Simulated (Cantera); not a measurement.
**Gas-phase reforming**

An isothermal, constant-pressure homogeneous reactor starts with CH4 : CO2 = 1 : 4.6 (molar parts), at 1800 K and 1.00 bar.

Detailed kinetics in Cantera: GRI-Mech 3.0 (53 species, 325 reactions).

| t (s) | x CH4 | x CO2 | x H2O | x CH2CO | x O | x C2H | x C2H6 |
|---|---|---|---|---|---|---|---|
| 0.000800 | 0.122 | 0.772 | 0.0133 | 7.03e-6 | 1.41e-9 | 1.74e-7 | 0.000547 |
| 0.00332 | 0.0559 | 0.640 | 0.0855 | 5.62e-5 | 1.79e-9 | 4.72e-7 | 0.000134 |
| 0.0138 | 0.00842 | 0.458 | 0.189 | 0.000147 | 3.80e-9 | 8.26e-7 | 1.16e-5 |
| 0.0571 | 0.00365 | 0.345 | 0.191 | 4.33e-5 | 6.98e-9 | 2.43e-7 | 1.61e-6 |
| 0.237 | 0.000416 | 0.289 | 0.187 | 1.20e-6 | 1.28e-8 | 5.45e-9 | 1.33e-8 |
| 0.981 | 2.35e-10 | 0.287 | 0.187 | <1e-12 | 1.62e-8 | <1e-12 | <1e-12 |
| 4.07 | 2.19e-10 | 0.287 | 0.187 | <1e-12 | 1.62e-8 | <1e-12 | <1e-12 |
| 16.9 | 2.19e-10 | 0.287 | 0.187 | <1e-12 | 1.62e-8 | <1e-12 | <1e-12 |
| 70.0 | 2.19e-10 | 0.287 | 0.187 | <1e-12 | 1.62e-8 | <1e-12 | <1e-12 |
x: mole fraction; the columns are a selection and need not sum to one.

Equilibrium at this temperature and pressure: CH4 2.33e-10, CO2 0.287, H2O 0.187, CH2CO <1e-12, O 1.62e-8, C2H <1e-12, C2H6 <1e-12 (gas phase only).
